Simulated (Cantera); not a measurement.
A freely propagating, adiabatic, planar premixed flame of CO : H₂ : CH₄ : O₂ : N₂ : CO₂ = 1 : 0.19 : 0.13 : 0.713 : 2.68 : 0.18 (molar parts), unburnt at 325 K and 0.523 atm; mixture-averaged transport, grid criteria slope 0.08 and curve 0.16, no radiation.

Cantera simulation using GRI-Mech 3.0 (53 species, 325 reactions); the numbers are that mechanism's predictions, not measurements. Burning velocities carry a grid error of a few per cent, more on coarse grids.

**Question.** Predict: laminar burning velocity; thermal thickness; peak x(HO₂); peak x(CH₃); peak x(C₂H₄).

**Answer.** 
```
Quantity                     Result
------------------------  ---------
laminar burning velocity  86.3 cm/s
thermal thickness          0.799 mm
peak x(HO₂)                0.000258
peak x(CH₃)                0.000264
peak x(C₂H₄)                8.58e-6
```
